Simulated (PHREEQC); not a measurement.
A PHREEQC input (ion-association model, phreeqc.dat):

```
SOLUTION 1
  temp 25
  units ug/L
  pH 8.14
  pe 10.4
  Na 42.1
  K 0.375
  Ca 171
  Mg 22.9
  Cl 288
  S(6) 21.6 as SO4
  Alkalinity 195 as HCO3
  F 0.0764
END
USE solution 1
EQUILIBRIUM_PHASES 1
  Quartz 0 0.5
  CO2(g) -3.4 10
END
```

The run finishes without an error or a warning.

Its last state differs from that of the intended input:

```json
[
 {"quantity": "pH", "as run": "5.87", "intended": "8.58"},
 {"quantity": "ionic strength (mol/kgw)", "as run": "1.88e-5", "intended": "0.0165"},
 {"quantity": "HCO3- (mol/kgw)", "as run": "4.52e-6", "intended": "0.00258"},
 {"quantity": "CaHCO3+ (mol/kgw)", "as run": "2.41e-10", "intended": "7.99e-5"},
 {"quantity": "CO3-2 (mol/kgw)", "as run": "1.61e-10", "intended": "6.63e-5"},
 {"quantity": "CaSO4 (mol/kgw)", "as run": "1.64e-10", "intended": "4.37e-5"},
 {"quantity": "SI of Quartz (SiO2)", "as run": "+0.00", "intended": "-0.00"}
]
```

### Question
One thing in the input isn't as intended. What explains the difference?

### Answer
Several could match; the one computed here: The fault: the units line changed with the numbers kept. The line should read `units mg/L` where the input has `units ug/L`.
